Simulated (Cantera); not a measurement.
Feed: 1 mol Si3N4, 0.08 mol N2O, 220 mol H2, equilibrated at 14000 Pa.

Method: chemical equilibrium by Gibbs-energy minimisation in Cantera with the NASA 1993 tables (ideal gas, pure condensed phases). Candidate condensed phases: H2O, Si, SiO2, Si2N2O, Si3N4; 35 gas species. Mutual solubility and eutectic melting of coexisting phases are not modelled. Rates play no part.

Question: At 1352 °C, list the 4 most abundant gas species with their mole fractions, and the condensed phases.

Answer: H2 0.996, N2 0.00327, H 0.000188, SiO 0.000102. Condensed: Si(s) + Si2N2O(s) + Si3N4(s).
